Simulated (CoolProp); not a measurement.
A single-stage vapour-compression cycle with the fluid: evaporating at 257.15 K (dew point), condensing at 289.15 K (bubble point), superheat 5 K, subcooling 5 K, compressor efficiency 0.85, no pressure losses. The same conditions are run with several fluids, on thermodynamics alone (safety and materials aside).

Model: reference Helmholtz-energy equation of state of each fluid (R142b: Lemmon 2006; R236FA: Pan 2012; propane: Lemmon 2009; R245ca: Zhou 2016; chloromethane (R40): Thol 2014; n-butane: Bücker 2006), in CoolProp.

| fluid | cooling COP | pressure ratio | discharge temperature (K) | refrigerating effect (kJ/kg) | volumetric capacity (kJ/m³) |
|---|---|---|---|---|---|
| R142b | 6.29 | 3.34 | 304.9 | 197 | 714 |
| R236FA | 6.18 | 3.75 | 294.0 | 138 | 526 |
| propane | 6.12 | 2.67 | 303.9 | 337 | 2070 |
| R245ca | 6.31 | 4.69 | 299.8 | 195 | 180 |
| chloromethane (R40) | 6.14 | 3.11 | 341.7 | 381 | 1300 |
| n-butane | 6.30 | 3.38 | 298.9 | 345 | 508 |
